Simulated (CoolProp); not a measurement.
Properties of fluoroethane (R161) along the isotherm 74.15 °C (Tc = 102.1 °C, pc = 5.010 MPa, ω = 0.216).

Model: reference Helmholtz-energy equation of state, Wu 2012, in CoolProp.

```
p (MPa)  phase  density (kg/m³)  cv (kJ/(kg K))  speed of sound (m/s)  Joule-Thomson coefficient (K/MPa)  expansivity (1/kK)
-------  -----  ---------------  --------------  --------------------  ---------------------------------  ------------------
0.228      gas            3.876           1.227                 257.9                              13.27               3.089
0.455      gas            7.911               …                 253.7                              13.54               3.327
0.683      gas            12.16           1.255                 249.2                              13.83               3.601
0.911      gas            16.64           1.271                 244.6                              14.15                   …
1.14       gas            21.40           1.288                 239.8                              14.48               4.296
1.37       gas            26.49           1.307                 234.7                              14.85               4.748
1.59       gas            31.71           1.328                 229.6                              15.24               5.274
1.82       gas            37.61           1.352                 223.8                              15.69               5.957
2.05       gas            44.07           1.378                 217.7                              16.18               6.838
2.28       gas                …           1.409                 211.0                              16.74               8.026
2.5        gas                …           1.444                 203.9                              17.35               9.641
```

What belongs in the gaps?


- 0.455, cv (kJ/(kg K)): 1.240
- 0.911, expansivity (1/kK): 3.920
- 2.28, density (kg/m³): 51.26
- 2.5, density (kg/m³): 59.07
